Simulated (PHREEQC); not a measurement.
Dissolve 0.64 mol/kgw NaBr, 0.14 mol/kgw MgSO4 and 0.92 mol/kgw KBr at 20 °C. Closed to the air; pH follows from the charge balance.

The numbers come from PHREEQC with the Pitzer model, pitzer.dat.

```
Property                   Result
-------------------  ------------
ionic strength       2.12 mol/kgw
activity of water           0.945
density               1.134 g/cm³
osmotic coefficient         0.931
```

| species | molality | activity | log γ |
|---|---|---|---|
| Br- | 1.56 | 0.946 | -0.217 |
| K+ | 0.920 | 0.545 | -0.227 |
| Na+ | 0.640 | 0.459 | -0.145 |
| Mg+2 | 0.140 | 0.0491 | -0.455 |
| SO4-2 | 0.140 | 0.00456 | -1.487 |
| MgOH+ | 3.91e-7 | 1.70e-7 | -0.362 |
| H+ | 2.48e-7 | 2.72e-7 | 0.041 |
| HSO4- | 1.96e-7 | 1.03e-7 | -0.279 |
| OH- | 5.24e-8 | 2.38e-8 | -0.343 |

Precipitation was switched off in this run.
